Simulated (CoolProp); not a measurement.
Computed with CoolProp (reference Helmholtz-energy equation of state, Lemmon 2006). It is a short technical equation, of lower accuracy than the large ones.

Question: For hydrogen sulfide, give the phase and the speed of sound (m/s), isothermal compressibility (1/MPa) at 0.65 °C and 41.6 MPa; 237.45 °C and 41.6 MPa.

Answer: 
- 0.65 °C and 41.6 MPa: liquid; speed of sound 1220, isothermal compressibility 0.00126
- 237.45 °C and 41.6 MPa: supercritical; speed of sound 531, isothermal compressibility 0.0164
